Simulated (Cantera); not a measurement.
Input: 1 mol C2H2, 0.18 mol H2O, 20 mol N2, at 702 °C and 10.0 mbar.

Cantera equilibrium calculation (NASA polynomials, part measured and part estimated; ideal gas, pure solids and liquids). Candidate condensed phases: C, C6H6, C7H8, C8H18, H2O; 136 gas species. The numbers say what is thermodynamically allowed, not how fast it happens.

Task: What is the equilibrium state?

Result: 
```
Property            Value
--------------  ---------
x(N2)               0.936
x(H2)              0.0552
x(CO)             0.00842
x(CH4)            3.83e-6
x(H2O)            2.80e-6
n(C(graphite))   1.82 mol
gas amount      21.36 mol
```
